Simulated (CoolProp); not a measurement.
Saturation properties of nitrous oxide.

Values from CoolProp's reference Helmholtz-energy equation of state, Lemmon 2006. It is a short technical equation, of lower accuracy than the large ones.

```csv
T (K),p (MPa),vapour density (kg/m³),enthalpy of vaporisation (kJ/kg),liquid cp (kJ/(kg K))
197.5,0.2060,5.771,359.4,1.733
199.8,0.2314,6.433,356.6,1.737
202,0.2579,7.120,353.9,1.741
204.3,0.2880,7.897,351.1,1.745
206.5,0.3193,8.700,348.3,1.750
208.8,0.3547,9.605,345.4,1.755
211.1,0.3930,10.58,342.4,1.761
213.3,0.4325,11.58,339.5,1.767
215.6,0.4770,12.71,336.4,1.774
217.8,0.5227,13.86,333.4,1.781
220.1,0.5739,15.15,330.3,1.789
222.3,0.6263,16.47,327.2,1.797
224.6,0.6849,17.95,323.9,1.805
226.9,0.7474,19.53,320.5,1.815
```

It boils at 184.7 K under 1 atm.
